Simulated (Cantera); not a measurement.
## Premixed flame

A freely propagating, adiabatic, planar premixed flame of CO : H2 : O2 : N2 = 1 : 0.42 : 1.08 : 3.77 (molar parts), unburnt at 650 K and 2.70 bar; unity-Lewis-number transport, grid criteria slope 0.08 and curve 0.16, no radiation.

Computed with Cantera and GRI-Mech 3.0 (53 species, 325 reactions). The hydrogen kinetics of GRI-Mech 3.0 are dated; newer H2 mechanisms differ, most at raised pressure. Unity Lewis numbers drop preferential diffusion, which matters most where H2 and H carry the flame. Burning velocities carry a grid error of a few per cent, more on coarse grids.

```
z (mm)   T (K)  u (m/s)    x CO      x H2    x O2      x OH    x N2O     x H2O
-------  -----  -------  ------  --------  ------  --------  -------  --------
-0.529     650     1.62   0.159    0.0670   0.172     <1e-8    <1e-8   5.36e-7
-0.353     650     1.62   0.159    0.0670   0.172     <1e-8    <1e-8   8.99e-6
-0.265     651     1.63   0.159    0.0669   0.172     <1e-8    <1e-8   5.52e-5
-0.176     655     1.64   0.159    0.0667   0.172     <1e-8    <1e-8  0.000343
-0.0882    715     1.78   0.157    0.0629   0.169   8.10e-7  1.42e-8   0.00431
-0.0441    922     2.27   0.147    0.0489   0.158  0.000162  6.37e-8    0.0188
0         1321     3.16   0.121    0.0174   0.129   0.00230  2.30e-7    0.0491
0.0441    1603     3.77  0.0895   0.00425   0.105   0.00493  4.89e-7    0.0615
0.0882    1769     4.11  0.0668   0.00332  0.0931   0.00667  6.48e-7    0.0624
0.176     1956     4.48  0.0436   0.00313  0.0822   0.00824  7.58e-7    0.0635
0.353     2112     4.78  0.0285   0.00220  0.0761   0.00800  8.88e-7    0.0666
0.705     2221     4.99  0.0181   0.00133  0.0722   0.00673  9.83e-7    0.0694
1.41      2291     5.12  0.0109  0.000777  0.0696   0.00540  9.13e-7    0.0712
```
x: mole fraction of selected species; z is measured from the peak of heat release.

| Item | Value |
|---|---|
| laminar burning velocity | 162 cm/s |
| thermal thickness | 0.176 mm |
| peak x(OH) | 0.00836 |
| grid points | 111 |
